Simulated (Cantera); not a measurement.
A diamond (100) surface in a fixed gas of H2 with x(CH4) = 0.012, x(H) = 0.025, x(CH3) = 1.1e-05, at 1123 K; coverages are run to steady state.

Detailed kinetics in Cantera: the Harris–Goodwin 1993 mechanism for the reconstructed diamond (100) surface.

θ: site fractions in the mechanism's names (c6HH fully hydrogenated, c6H* and c6*H radical sites, c6** diradical, c6HM methylated).

| P (Pa) | growth (µm/h) | θ c6HH | θ c6H* | θ c6*H | θ c6** | θ c6HM |
|---|---|---|---|---|---|---|
| 300 | … | 0.493 | 0.0303 | 0.455 | 0.0211 | 5.00e-5 |
| 550 | … | 0.493 | 0.0303 | 0.455 | 0.0211 | 7.17e-5 |
| 1000 | … | 0.493 | 0.0303 | 0.455 | 0.0211 | 9.36e-5 |
| 1800 | … | 0.493 | 0.0304 | 0.455 | 0.0211 | 0.000112 |
| 3300 | … | 0.493 | 0.0305 | 0.455 | 0.0211 | 0.000127 |
| 6000 | … | 0.493 | 0.0306 | 0.455 | 0.0211 | 0.000136 |
| 11000 | … | 0.493 | 0.0309 | 0.455 | 0.0212 | 0.000142 |
| 20000 | … | 0.493 | 0.0314 | 0.454 | 0.0213 | 0.000146 |

Task: What belongs in the gaps?

Result: 
- 300, growth (µm/h): 0.0104
- 550, growth (µm/h): 0.0263
- 1000, growth (µm/h): 0.0611
- 1800, growth (µm/h): 0.130
- 3300, growth (µm/h): 0.268
- 6000, growth (µm/h): 0.521
- 11000, growth (µm/h): 0.996
- 20000, growth (µm/h): 1.86
